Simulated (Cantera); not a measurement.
What does this Cantera script print?

```python
import numpy as np
import cantera as ct

gas = ct.Solution("gri30.yaml")
gas.TPX = 2175, 34000, {'NO': 1, 'N2': 1.5, 'H2O': 0.0048}
inlet = ct.Reservoir(gas, clone=True)

reactor = ct.IdealGasConstPressureReactor(gas, energy="off", clone=False)
exhaust = ct.Reservoir(gas, clone=True)
tau = [8, 3, 1.1, 0.41, 0.15, 0.057, 0.021, 0.0079, 0.003, 0.0011, 0.00041][0]
for a, b in ((inlet, reactor), (reactor, exhaust)):
    ct.MassFlowController(a, b, mdot=lambda t: reactor.mass / tau)
net = ct.ReactorNet([reactor])
show = ['NO', 'N2', 'O2', 'N2O', 'O', 'NO2']

rows = []
print(f"{'tau/s':>10s}{'T/K':>9s}" + "".join(f"{s:>11s}" for s in show))
for tau in [8, 3, 1.1, 0.41, 0.15, 0.057, 0.021, 0.0079, 0.003, 0.0011, 0.00041]:
    net.initial_time = 0.0
    net.advance(30 * tau)
    before = gas.X
    net.advance(40 * tau)
    drift = np.max(np.abs(gas.X - before) / (gas.X + 1e-9))
    rows.append([gas.T, *gas[show].X, drift])
    print(f"{tau:10.3e}{gas.T:9.1f}" + "".join(f"{x:11.3e}" for x in gas[show].X))
```

Output:

```
     tau/s      T/K         NO         N2         O2        N2O          O        NO2
 8.000e+00   2175.0  2.879e-02  7.832e-01  1.840e-01  6.268e-07  1.706e-03  2.068e-05
 3.000e+00   2175.0  4.968e-02  7.728e-01  1.735e-01  1.230e-06  1.659e-03  3.466e-05
 1.100e+00   2175.0  9.369e-02  7.508e-01  1.516e-01  3.590e-06  1.557e-03  6.109e-05
 4.100e-01   2175.0  1.724e-01  7.115e-01  1.123e-01  1.166e-05  1.352e-03  9.687e-05
 1.500e-01   2175.0  2.758e-01  6.600e-01  6.084e-02  3.028e-05  1.018e-03  1.145e-04
 5.700e-02   2175.0  3.487e-01  6.237e-01  2.462e-02  4.911e-05  6.761e-04  9.321e-05
 2.100e-02   2175.0  3.818e-01  6.072e-01  8.290e-03  5.781e-05  4.193e-04  6.059e-05
 7.900e-03   2175.0  3.931e-01  6.017e-01  2.805e-03  5.815e-05  2.644e-04  3.785e-05
 3.000e-03   2175.0  3.970e-01  5.997e-01  9.512e-04  5.509e-05  1.689e-04  2.473e-05
 1.100e-03   2175.0  3.985e-01  5.991e-01  2.755e-04  5.001e-05  1.046e-04  1.792e-05
 4.100e-04   2175.0  3.990e-01  5.989e-01  5.039e-05  3.905e-05  6.005e-05  1.308e-05
```

Cantera simulation using GRI-Mech 3.0 (53 species, 325 reactions); the numbers are that mechanism's predictions, not measurements.
